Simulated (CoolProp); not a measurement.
Vapour-liquid equilibrium of R1234yf (1) + R152A (2) at -58.45 °C; x and y are mole fractions of (1).

The numbers come from the multi-fluid Helmholtz-energy mixture model, Lemmon 2022 and Outcalt 1996; pair parameters Bell 2023 in CoolProp.

```json
[
 {"x": "0.05", "bubble pressure (MPa)": "0.01743", "y at the bubble point": "0.096", "dew pressure at overall composition x (MPa)": "0.01700", "liquid density (mol/L)": "16.03"},
 {"x": "0.2", "bubble pressure (MPa)": "0.01939", "y at the bubble point": "0.302", "dew pressure at overall composition x (MPa)": "___", "liquid density (mol/L)": "15.14"},
 {"x": "0.35", "bubble pressure (MPa)": "0.02070", "y at the bubble point": "0.447", "dew pressure at overall composition x (MPa)": "0.01985", "liquid density (mol/L)": "14.34"},
 {"x": "0.5", "bubble pressure (MPa)": "0.02162", "y at the bubble point": "0.572", "dew pressure at overall composition x (MPa)": "___", "liquid density (mol/L)": "13.64"},
 {"x": "0.65", "bubble pressure (MPa)": "0.02227", "y at the bubble point": "0.692", "dew pressure at overall composition x (MPa)": "0.02207", "liquid density (mol/L)": "___"},
 {"x": "0.8", "bubble pressure (MPa)": "0.02273", "y at the bubble point": "0.818", "dew pressure at overall composition x (MPa)": "___", "liquid density (mol/L)": "12.44"},
 {"x": "0.95", "bubble pressure (MPa)": "0.02302", "y at the bubble point": "0.953", "dew pressure at overall composition x (MPa)": "0.02301", "liquid density (mol/L)": "11.92"}
]
```

Question: Fill in the missing entries.

Answer: 
- 0.2, dew pressure at overall composition x (MPa): 0.01842
- 0.5, dew pressure at overall composition x (MPa): 0.02112
- 0.65, liquid density (mol/L): 13.01
- 0.8, dew pressure at overall composition x (MPa): 0.02267

No azeotrope shows between x = 0.05 and 0.95.

The pair parameters rest on a limited set of measurements; away from them the model extrapolates.
